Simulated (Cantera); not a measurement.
# Counterflow diffusion flame

A counterflow diffusion flame at 1880 Torr, nozzles 20 mm apart: fuel side 59.5 % CH4, 3.09 % H2, 37.5 % N2 at 525 K, oxidiser side 17.0 % O2, 83.0 % N2 at 500 K, fuel mass flux 0.66 times the oxidiser's; mixture-averaged transport, no radiation.

Cantera simulation using GRI-Mech 3.0 (53 species, 325 reactions); the numbers are that mechanism's predictions, not measurements. GRI-Mech 3.0 has no aromatics or soot, which form on the fuel side of real flames. The maximum strain rate includes the flame's own expansion and is several times the mean. A flux with no burning solution from the previous one only brackets extinction.

| oxidiser flux (kg/m²/s) | max strain (1/s) | mean strain (1/s) | T max (K) | peak x OH | peak x H | peak x NO | peak x CO | peak x C2H2 |
|---|---|---|---|---|---|---|---|---|
| 1.5 | 316 | 86.5 | 1939 | 0.00361 | 0.00151 | 0.000103 | 0.0260 | 0.00437 |
| 2.4 | 495 | 138 | 1913 | 0.00354 | 0.00156 | 7.66e-5 | 0.0265 | 0.00348 |
| 3.8 | 771 | 219 | 1877 | 0.00330 | 0.00156 | 4.90e-5 | 0.0272 | 0.00262 |
| 5.9 | 1170 | 340 | 1810 | 0.00268 | 0.00133 | 2.03e-5 | 0.0280 | 0.00153 |
x: mole fraction; the columns are a selection and need not sum to one.

At the next flux tried, 9.4 kg/m²/s, no burning solution was found from the previous one.
